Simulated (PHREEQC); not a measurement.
Solution (25 °C): 0.09 mol CuSO4 and 0.012 mol HNO3 per kg of water. It is in equilibrium with CO2 at log p = -2 (atm). Otherwise closed; pH follows from the charge balance.

All values are PHREEQC results (ion-association model, wateq4f.dat), not measurements.

### Question
The ionic strength comes out as 0.197 mol/kgw. What activity coefficients do H+, SO4-2, Cu+2, HSO4-, NO3- get?

### Answer
H+ 0.80, SO4-2 0.29, Cu+2 0.33, HSO4- 0.73, NO3- 0.70.

Precipitation was switched off in this run. Species that the database lacks are ignored.
